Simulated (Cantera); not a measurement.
Input: 1 mol MgCO₃, 0.2 mol O₂, 0.0003 mol N₂, at 10.0 mbar.

These are equilibrium values from Cantera (NASA tables, ideal gas, pure condensed phases), not measurements of a reactor. Candidate condensed phases: C, Mg, MgCO₃, MgO; 28 gas species. Rates play no part.

x: gas mole fraction; n: condensed amount in mol.

```
T (K)  x CO₂   x O₂      x CO       x O  n MgO(s)
-----  -----  -----  --------  --------  --------
1450   0.833  0.167   4.60e-5   8.20e-6      1.00
1500   0.833  0.167   9.99e-5   1.66e-5      1.00
1550   0.833  0.167  0.000206   3.20e-5      1.00
1600   0.833  0.167  0.000406   5.92e-5      1.00
1650   0.832  0.167  0.000768  0.000106      1.00
1700   0.831  0.167   0.00140  0.000183      1.00
1750   0.830  0.167   0.00245  0.000306      1.00
1800   0.827  0.168   0.00415  0.000499      1.00
1850   0.823  0.169   0.00682  0.000793      1.00
1900   0.817  0.170       [?]       [?]     1.000
1950   0.809  0.172       [?]       [?]     1.000
2000   0.796  0.175    0.0251   0.00280     1.000
2050   0.780  0.179    0.0366   0.00412     1.000
```

Question: Some entries are withheld; supply them.

Answer: 
- 1900, x CO: 0.0109
- 1900, x O: 0.00123
- 1950, x CO: 0.0168
- 1950, x O: 0.00187
